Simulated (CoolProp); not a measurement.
Dimethyl carbonate along the isotherm 590 K: density (kg/m³) from the reference equation and from simpler models built on Tc = 557.0 K, pc = 4.909 MPa, ω = 0.346; each cubic takes its own stable root.

The numbers come from the reference Helmholtz-energy equation of state, Zhou 2011 in CoolProp.

```csv
p (MPa),phase,reference
1.02,gas,19.95
2.05,gas,43.18
3.07,gas,70.61
4.09,gas,105.1
5.11,supercritical,152.4
6.14,supercritical,226.2
7.16,supercritical,339.2
8.18,supercritical,436.5
9.2,supercritical,491.7
10.2,supercritical,527.0
11.2,supercritical,553.0
12.3,supercritical,575.4
```

Problem. How far does each simpler model (ideal gas, van der Waals, Redlich-Kwong, Soave-Redlich-Kwong, Peng-Robinson) lie from the reference over these 12 states: mean and median of the absolute difference, and the worst?

Solution. 
- ideal gas: mean 44.7 %, median 55.5 %, worst -65.6 % at 590 K and 9.2 MPa
- van der Waals: mean 10.4 %, median 7.7 %, worst -23.9 % at 590 K and 12.3 MPa
- Redlich-Kwong: mean 4.9 %, median 4.8 %, worst -10.3 % at 590 K and 12.3 MPa
- Soave-Redlich-Kwong: mean 7.9 %, median 7.9 %, worst -15.0 % at 590 K and 9.2 MPa
- Peng-Robinson: mean 3.7 %, median 2.9 %, worst -7.5 % at 590 K and 9.2 MPa
